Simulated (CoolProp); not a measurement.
A single-stage vapour-compression cycle with the fluid: evaporating at 326.15 K (dew point), condensing at 359.15 K (bubble point), superheat 0 K, subcooling 0 K, compressor efficiency 0.7, no pressure losses. The same conditions are run with several fluids, on thermodynamics alone (safety and materials aside).

Values from CoolProp's reference Helmholtz-energy equation of state of each fluid (hexamethyldisiloxane (MM): Thol 2016; R124: de Vries 1995; R21: Platzer 1990; 1,2-dichloroethane: Thol 2015; R134a: Tillner-Roth 1994; R236FA: Pan 2012). The equations of Platzer and Polt are older, rougher fits.

```csv
fluid,cooling COP,pressure ratio,discharge temperature (K),refrigerating effect (kJ/kg),volumetric capacity (kJ/m³)
hexamethyldisiloxane (MM),5.59,3.28,359.1,…,181
R124,5.09,2.14,362.0,…,4450
R21,6.07,…,379.3,176,3180
"1,2-dichloroethane",6.40,3.13,380.6,296,384
R134a,…,2.10,…,…,…
R236FA,5.03,2.26,359.1,82.2,3500
```

**Question.** What belongs in the gaps?

**Answer.** 
- hexamethyldisiloxane (MM), refrigerating effect (kJ/kg): 149
- R124, refrigerating effect (kJ/kg): 85.9
- R21, pressure ratio: 2.28
- R134a, cooling COP: 4.50
- R134a, discharge temperature (K): 367.7
- R134a, refrigerating effect (kJ/kg): 90.2
- R134a, volumetric capacity (kJ/m³): 6500

The compression ends wet for: hexamethyldisiloxane (MM); R236FA.
